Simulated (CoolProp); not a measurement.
n-decane along the isobar 6.07 bar: density (kg/m³) from the reference equation and from simpler models built on Tc = 344.5 °C, pc = 21.01 bar, ω = 0.488; each cubic takes its own stable root.

The numbers come from the reference Helmholtz-energy equation of state, Lemmon 2006 in CoolProp. It is a short technical equation, of lower accuracy than the large ones.

| T (°C) | phase | reference |
|---|---|---|
| 264.85 | gas | 24.61 |
| 276.55 | gas | 23.41 |
| 288.25 | gas | 22.39 |
| 299.95 | gas | 21.51 |
| 311.65 | gas | 20.73 |
| 323.45 | gas | 20.02 |
| 335.15 | gas | 19.39 |
| 346.85 | gas | 18.82 |

Problem. How far does each simpler model (Redlich-Kwong, Peng-Robinson) lie from the reference over these 8 states: mean and median of the absolute difference, and the worst?

Solution. 
- Redlich-Kwong: mean 2.7 %, median 2.3 %, worst -5.9 % at 264.85 °C and 6.07 bar
- Peng-Robinson: mean 0.6 %, median 0.5 %, worst -1.7 % at 264.85 °C and 6.07 bar
